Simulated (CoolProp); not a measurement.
A Linde-Hampson liquefier for nitrogen: isothermal reversible compression at 300 K from 1 atm to 25 MPa, throttling to 1 atm, return gas leaving the recuperator 2 K below the feed. Each further row changes one setting.

The numbers come from the reference Helmholtz-energy equation of state, Span 2000 in CoolProp.

```csv
case,liquid yield per pass,compression work (kJ/kg of gas)
as stated,0.079,493
high pressure 50 MPa,0.084,567
warm-end temperature 330 K,0.056,545
warm-end gap 7 K,0.067,493
```
